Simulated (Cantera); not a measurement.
A Cantera script and its output.

```python
import numpy as np
import cantera as ct

gas = ct.Solution("h2o2.yaml")
gas.TPX = 550, 67000, {'H2': 1, 'O2': 0.357, 'N2': 0.893}
flame = ct.FreeFlame(gas, width=0.053)
flame.set_refine_criteria(ratio=3, slope=0.08, curve=0.16)
flame.transport_model = "mixture-averaged"
flame.solve(loglevel=0, auto=True)
z, T = flame.grid, flame.T
thick = (T[-1] - T[0]) / np.gradient(T, z).max()
show = ['H2', 'O2', 'H', 'H2O', 'H2O2', 'HO2']
print(f"laminar burning velocity  {flame.velocity[0] * 100:.3f} cm/s")
print(f"burnt temperature         {T[-1]:.1f} K")
print(f"thermal thickness         {thick * 1e3:.4f} mm")
print(f"grid points               {len(z)}")
z0 = z[flame.heat_release_rate.argmax()]
print(f"{'z/mm':>9s}{'T/K':>9s}{'u/(m/s)':>9s}" + "".join(f"{s:>11s}" for s in show))
rows = []
for k in (-3, -2, -1.5, -1, -0.5, -0.25, 0, 0.25, 0.5, 1, 2, 4, 8):
    zz = z0 + k * thick
    rows.append([k * thick, np.interp(zz, z, T), np.interp(zz, z, flame.velocity),
                 *(np.interp(zz, z, flame.X[gas.species_index(s)]) for s in show)])
    print(f"{rows[-1][0] * 1e3:9.3f}{rows[-1][1]:9.1f}{rows[-1][2]:9.3f}" + "".join(f"{x:11.3e}" for x in rows[-1][3:]))
```

Result:

```
laminar burning velocity  956.370 cm/s
burnt temperature         2656.2 K
thermal thickness         0.6769 mm
grid points               138
     z/mm      T/K  u/(m/s)         H2         O2          H        H2O       H2O2        HO2
   -2.031    550.0    9.564  4.444e-01  1.587e-01  8.477e-18  7.610e-16 -1.234e-17  8.021e-15
   -1.354    550.0    9.564  4.444e-01  1.587e-01  4.586e-14  2.944e-13  5.556e-16  4.608e-12
   -1.015    550.0    9.564  4.444e-01  1.587e-01  2.120e-11  3.519e-11  1.004e-13  6.560e-10
   -0.677    550.0    9.564  4.444e-01  1.587e-01  1.758e-08  1.139e-08  5.429e-11  1.620e-07
   -0.338    559.5    9.707  4.427e-01  1.587e-01  1.603e-04  3.206e-04  1.667e-06  1.848e-04
   -0.169    769.7   13.074  4.104e-01  1.542e-01  1.020e-02  1.734e-02  1.221e-05  1.731e-04
    0.000   1263.2   20.678  2.611e-01  1.012e-01  7.484e-02  1.306e-01  3.174e-06  6.685e-05
    0.169   1592.8   25.746  1.389e-01  2.825e-02  1.191e-01  2.624e-01  1.937e-06  1.807e-05
    0.338   1734.3   27.799  1.232e-01  1.447e-02  1.157e-01  2.884e-01  1.221e-06  8.513e-06
    0.677   1888.1   29.937  1.277e-01  1.117e-02  9.967e-02  2.969e-01  6.862e-07  5.768e-06
    1.354   2060.1   32.240  1.338e-01  8.831e-03  8.094e-02  3.061e-01  3.698e-07  4.011e-06
    2.708   2236.9   34.514  1.385e-01  6.425e-03  6.260e-02  3.176e-01  2.165e-07  2.700e-06
    5.415   2403.0   36.571  1.416e-01  4.233e-03  4.620e-02  3.305e-01  1.489e-07  1.831e-06
```

Cantera simulation using the H2/O2 subset of GRI-Mech 3.0, which has no nitrogen chemistry; the numbers are that mechanism's predictions, not measurements. Burning velocities carry a grid error of a few per cent, more on coarse grids.
